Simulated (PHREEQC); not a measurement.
Model water analysis in mmol/kgw, 25 °C, pH 6.53, pe 11.1: Na 0.198; K 0.0099; Ca 0.229; Mg 0.00431; Cl 0.266; S(6) 0.0981; Alkalinity (meq/kgw) 0.222; Cd 0.0117; Zn 0.00402.

Valence states are taken as typed.

Equilibrium calculation in PHREEQC: ion-association model, phreeqc.dat.

Precipitation was switched off in this run.

Q: What charge-balance error does the model give?

A: charge-balance error 1.6 %.

Q: In which forms is S present?

A: SO4-2 97 %, CaSO4 2.9 % of the S.
